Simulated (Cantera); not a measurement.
# Ta(OEt)5 + H2O + H2 (tantalum, niobium, vanadium and zirconium in process gases)

Feed: 1 mol Ta(OEt)5, 2 mol H2O, 12 mol H2, at 2048 K and 0.130 Pa.

These are equilibrium values from Cantera (NASA tables, ideal gas, pure condensed phases), not measurements of a reactor. Candidate condensed phases: C, C6H6, C7H8, C8H18, H2O, Ta, TaC, Ta2O5; 113 gas species. The feed counts by its element totals alone. TaC: taken at fixed stoichiometry. Condensed phases not in the tables: Ta2C. The numbers say what is thermodynamically allowed, not how fast it happens.

```
Quantity                                 Value
-----------------------------------  ---------
x(H)                                     0.729
x(H2)                                    0.138
x(CO)                                    0.133
x(C2H2 (acetylene))                   0.000144
x(C3)                                  6.76e-5
x(C)                                   6.43e-5
x(C2H)                                 1.68e-5
x(C2)                                  5.76e-6
n(C(graphite))                        1.97 mol
n(TaC(s))                             1.00 mol
gas amount                           52.73 mol
log10 activity of Ta(s) (absent)         -3.58
log10 activity of Ta2O5(s) (absent)     -47.79
```
